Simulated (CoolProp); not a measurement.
A closed Brayton cycle with dry air: compressor inlet 326.15 K and 5.7 MPa, high pressure 15.3 MPa, turbine inlet 875 K, compressor efficiency 0.89, turbine efficiency 0.93, recuperator effectiveness 0.95 (on enthalpy, no pinch check). Each further row changes one setting.

Computed with CoolProp (reference Helmholtz-energy equation of state, Lemmon 2000). It is a pseudo-pure fit of the blend.

```tsv
case	thermal efficiency (%)	net work (kJ/kg)	compressor to turbine work	compressor exit (K)	turbine exit (K)
as stated	38.2	87.1	0.59	446.9	688.7
turbine inlet 825 K	35.1	75.0	0.62	446.9	647.6
compressor inlet 336.15 K	36.6	83.1	0.61	460.4	688.7
high pressure 13 MPa	39.6	78.8	0.56	424.7	716.7
recuperator effectiveness 0.5	25.3	87.1	0.59	446.9	688.7
```
